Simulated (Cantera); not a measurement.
A closed system holds: 1 mol SiH4, 0.71 mol CO2, 2.4 mol N2, 0.11 mol NH3, equilibrated at 0.000340 bar.

Equilibrium computed with Cantera from the NASA thermochemical tables; the gas is ideal and each condensed phase is pure. Candidate condensed phases: C, C6H6, C7H8, C8H18, H2O, Si, SiC, SiO2, Si2N2O, Si3N4; 151 gas species. Mutual solubility and eutectic melting of coexisting phases are not modelled. The tables hold silica as quartz up to 1696 K and as liquid above; real silica turns to tridymite and cristobalite and melts near 1996 K. The numbers say what is thermodynamically allowed, not how fast it happens.

x: gas mole fraction; n: condensed amount in mol.

| T (°C) | x N2 | x H2 | x CO | x CH4 | x H2O | x HCN | n C(graphite) | n SiO2(α-quartz) | n Si2N2O(s) | n SiO2(β-quartz) |
|---|---|---|---|---|---|---|---|---|---|---|
| 325 | 0.515 | 0.477 | 3.02e-8 | 0.00773 | 1.09e-7 | (withheld) | 0.676 | 0.613 | 0.193 | 0 |
| 375 | 0.512 | 0.486 | 5.00e-7 | 0.00219 | 2.27e-7 | (withheld) | 0.700 | 0.613 | 0.193 | 0 |
| 425 | 0.511 | 0.488 | 5.51e-6 | 0.000718 | 4.19e-7 | (withheld) | 0.707 | 0.613 | 0.193 | 0 |
| 475 | 0.511 | 0.489 | 4.40e-5 | 0.000269 | 7.05e-7 | (withheld) | 0.709 | 0.613 | 0.193 | 0 |
| 525 | 0.511 | 0.489 | 0.000270 | 0.000113 | 1.10e-6 | (withheld) | 0.708 | 0.613 | 0.194 | 0 |
| 575 | 0.510 | 0.489 | 0.00133 | 5.20e-5 | 1.63e-6 | (withheld) | 0.704 | 0 | 0.195 | 0.609 |
| 625 | 0.507 | 0.487 | 0.00543 | 2.59e-5 | 2.28e-6 | (withheld) | 0.686 | 0 | 0.201 | 0.597 |
| 675 | 0.498 | 0.483 | 0.0190 | 1.36e-5 | 3.03e-6 | (withheld) | 0.625 | 0 | 0.222 | 0.556 |
| 725 | 0.472 | 0.470 | 0.0580 | 7.33e-6 | 3.78e-6 | (withheld) | 0.443 | 0 | 0.282 | 0.435 |
| 775 | 0.413 | 0.442 | 0.145 | 3.64e-6 | 4.33e-6 | (withheld) | 0 | 0 | 0.430 | 0.140 |
| 825 | 0.413 | 0.442 | 0.145 | 9.02e-7 | 5.38e-6 | (withheld) | 0 | 0 | 0.430 | 0.140 |
| 875 | 0.413 | 0.442 | 0.145 | 2.52e-7 | 6.55e-6 | (withheld) | 0 | 0 | 0.430 | 0.140 |

Question: Complete the blanks.

Answer: 
- 325, x HCN: 5.12e-11
- 375, x HCN: 4.14e-10
- 425, x HCN: 2.47e-9
- 475, x HCN: 1.16e-8
- 525, x HCN: 4.45e-8
- 575, x HCN: 1.46e-7
- 625, x HCN: 4.17e-7
- 675, x HCN: 1.06e-6
- 725, x HCN: 2.37e-6
- 775, x HCN: 4.34e-6
- 825, x HCN: 3.44e-6
- 875, x HCN: 2.79e-6
